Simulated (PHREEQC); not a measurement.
PHREEQC input (ion-association model, wateq4f.dat):

```
SOLUTION_SPECIES
  SO4-2 + 10H+ + 8e- = H2S + 4H2O  # shut off: sulfate is not reduced
    -log_k -100
    -delta_h 0
    -analytic -100
SOLUTION 1
  temp 25
  units mmol/kgw
  pH 7 charge
  F 5.7
  Cl 46
  Ni 23
  S(6) 47
  Mn(2) 47
SOLUTION 2
  temp 25
  units mmol/kgw
  pH 7 charge
  Cl 5.7
  Fe(3) 1.9
END
SELECTED_OUTPUT 1
  -reset false
  -pH true
  -pe true
  -ionic_strength true
  -water true
  -totals Cl F Fe Mn Ni S Fe(2) Fe(3) Mn(2) Mn(3)
    Mn(6) Mn(7) S(-2) S(6)
  -molalities H+ Cl- F- Fe+2 Mn+2 Ni+2 SO4-2 Fe+3 FeOH+2 FeOH+
    Fe(OH)3- FeSO4+ FeCl+2 FeCl2+ FeCl3 FeSO4 HSO4- H2S HS- S-2
    O2 Fe(OH)2+ Fe(OH)3 Fe(OH)4- Fe(OH)2 FeHSO4+ OH- FeHSO4+2 FeF+2 FeF2+
    FeF3 Mn+3 MnCl+ MnCl2 MnCl3- MnOH+ Mn(OH)3- MnF+ MnSO4 MnO4-
    MnO4-2 HF HF2- Fe(SO4)2- Fe2(OH)2+4 Fe3(OH)4+5 FeF+ NiCl+ NiF+ NiOH+
    Ni(OH)2 Ni(OH)3- NiSO4 Fe(HS)2 Fe(HS)3- NiCl2 Ni(SO4)2-2 H2F2 FeCl+
  -equilibrium_phases Fe(OH)3(a) Pyrochroite Ni(OH)2 Ni4(OH)6SO4 Morenosite
PRINT
  -reset false
MIX 1
  1 1
  2 0
EQUILIBRIUM_PHASES 1
  Fe(OH)3(a) 0 0
  Pyrochroite 0 0
  Ni(OH)2 0 0
  Ni4(OH)6SO4 0 0
  Morenosite 0 0
END
# ... the last block is repeated for the other 10 points of share of solution B
```

Selected output (columns that matter, 11 of 11 rows; share of solution B added in front):

```
share of solution B	pH	mu	Cl	F	Fe	Mn	Ni	S	m_H+	m_Cl-	m_F-	m_Mn+2	m_Ni+2	m_SO4-2
0	2.9179	0.16709	0.046	0.0057	0	0.047	0.023	0.047	0.0015013	0.04353	0.0023122	0.030932	0.015141	0.024635
0.1	2.9123	0.15226	0.04197	0.00513	0.00019	0.0423	0.0207	0.0423	0.0015138	0.039857	0.0018692	0.028158	0.013806	0.022456
0.2	2.9057	0.13727	0.03794	0.00456	0.00038	0.0376	0.0184	0.0376	0.0015293	0.036164	0.0014397	0.025349	0.012446	0.020249
0.3	2.8987	0.12213	0.03391	0.00399	0.00056999	0.0329	0.0161	0.0329	0.0015451	0.032448	0.0010324	0.022501	0.011058	0.018012
0.4	2.8934	0.10683	0.02988	0.00342	0.00075999	0.0282	0.0138	0.0282	0.0015538	0.02871	0.0006609	0.019605	0.0096406	0.015744
0.5	2.8955	0.091409	0.02585	0.00285	0.00094999	0.0235	0.0115	0.0235	0.0015343	0.024948	0.00034816	0.016655	0.0081898	0.013441
0.6	2.9204	0.075898	0.02182	0.00228	0.00114	0.0188	0.0091998	0.0188	0.0014356	0.02116	0.00013887	0.01364	0.0067028	0.011086
0.7	2.9794	0.060039	0.01779	0.00171	0.00133	0.0141	0.0068999	0.0141	0.001239	0.017341	5.2197e-05	0.010556	0.0051796	0.0085908
0.8	3.0449	0.043383	0.01376	0.00114	0.00152	0.0093998	0.0045999	0.0093998	0.0010493	0.01349	2.0868e-05	0.0073661	0.003608	0.0058859
0.9	3.0574	0.025721	0.0097298	0.00056999	0.00171	0.0046999	0.0023	0.0046999	0.00099559	0.0096025	6.253e-06	0.0039725	0.001944	0.0029405
1	2.8173	0.0084917	0.0057	0	0.0019	0	0	0	0.0016581	0.0056577	0	0	0	0
```

Fluoro complexes past AlF4- and FeF3 are missing from the database.
